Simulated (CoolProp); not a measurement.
Saturation properties of ethanol.

Values from CoolProp's reference Helmholtz-energy equation of state, Schroeder 2014.

```tsv
T (K)	p (bar)	vapour density (kg/m³)	surface tension (mN/m)
320	0.2524	0.4426	19.8
327.4	0.3595	0.6184	19.1
334.9	0.5051	0.8531	18.3
342.4	0.6977	1.158	17.6
349.8	0.9445	1.544	16.9
357.3	1.265	2.038	16.1
364.8	1.670	2.657	15.4
372.2	2.170	3.413	14.7
379.7	2.794	4.351	13.9
387.2	3.556	5.494	13.2
394.6	4.464	6.852	12.5
```

It boils at 351.6 K under 1 atm.

Surface tension comes from a separate correlation (Mulero 2012).
